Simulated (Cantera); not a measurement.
A Cantera script and what it prints.

```python
import numpy as np
import cantera as ct

gas_names = """
    CL CL2 H HCL H2 Si SiCL SiCL2 SiCL3 SiCL4 SiH SiHCL3 SiH2 SiH2CL2 SiH3 SiH3CL SiH4 Si2 Si3
""".split()
cond_names = """
    Si(cr) Si(L)
""".split()


# ... load() reads the species with a 1 bar reference pressure and builds the phases ...
atoms = {
    'SiH2Cl2': {'Si': 1, 'H': 2, 'CL': 2},
    'H2': {'H': 2},
}
top_T = {}  # K; cautious upper limits of use, not melting points


# ... equilibrate(T, P, feed) seeds the gas with the atoms and calls Mixture.equilibrate('TP', solver="vcs", rtol=1e-11, max_steps=5000) ...
results = []
feed = {'SiH2Cl2': 1, 'H2': 400}  # mol
T = 1373.15  # K
P = 100000  # Pa
mix = equilibrate(T, P, feed)
results.append((T, P, feed, dict(zip(mix.species_names, mix.species_moles))))
print(gas.report(threshold=1e-05))
for i in range(1, mix.n_phases):
    print(f"{mix.phase(i).name:16s} {mix.phase_moles(i):12.5e} mol")
```

Output:

```
       temperature   1373.2 K
          pressure   1e+05 Pa
           density   0.01918 kg/m^3
  mean mol. weight   2.1897 kg/kmol
   phase of matter   gas

                          1 kg             1 kmol
                     ---------------   ---------------
          enthalpy        1.4527e+07         3.181e+07  J
   internal energy        9.3127e+06        2.0393e+07  J
           entropy             80654        1.7661e+05  J/K
    Gibbs function       -9.6223e+07        -2.107e+08  J
 heat capacity c_p             14545             31850  J/K
 heat capacity c_v             10748             23535  J/K

                      mass frac. Y      mole frac. X     chem. pot. / RT
                     ---------------   ---------------   ---------------
               HCL          0.080031         0.0048069           -38.565
                H2           0.91615           0.99511           -18.354
             SiCL2         0.0030196        6.6801e-05           -63.145
     [  +16 minor]        0.00080137        2.0703e-05

Si(cr)            9.66168e-01 mol
```

Cantera equilibrium calculation (NASA polynomials, part measured and part estimated; ideal gas, pure solids and liquids).
